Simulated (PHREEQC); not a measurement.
A solution holds 0.25 mol/kgw Pb(NO3)2 and 0.008 mol/kgw CaCl2, at 41 °C. Closed to the air; pH follows from the charge balance.

The numbers come from PHREEQC with the ion-association model, wateq4f.dat.

```json
{
  "pH": "4.12",
  "ionic_strength": "0.487 mol/kgw",
  "activity_of_water": "0.989"
}
```

```csv
species,molality,activity,log γ
NO3-,0.366,0.222,-0.216
PbNO3+,0.134,0.0972,-0.139
Pb+2,0.106,0.0295,-0.556
PbCl+,0.00958,0.00695,-0.139
Ca+2,0.00800,0.00201,-0.600
Cl-,0.00636,0.00406,-0.195
H+,9.94e-5,7.56e-5,-0.119
Pb2OH+3,8.90e-5,4.98e-6,-1.252
PbCl2,3.01e-5,3.37e-5,0.049
PbOH+,1.04e-5,7.54e-6,-0.139
PbCl3-,1.64e-7,1.19e-7,-0.139
```

No solid was allowed to form. Away from 25 °C the constants follow the database's enthalpies or fits; those with neither stay at their 25 °C values.
